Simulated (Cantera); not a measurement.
Feed: 1 mol CHF₃, 0.17 mol HCl, 0.085 mol H₂, at 17.0 Pa.

Cantera equilibrium calculation (NASA polynomials, part measured and part estimated; ideal gas, pure solids and liquids). Candidate condensed phases: C, C₆H₆, C₇H₈, C₈H₁₈; 118 gas species. Kinetics and transport are ignored.

### Question
At 2250 K, list the 4 most abundant gas species with their mole fractions, and the condensed phases.

### Answer
F 0.473, HF 0.435, Cl 0.0552, CF₂ 0.0300. Condensed: C(graphite).
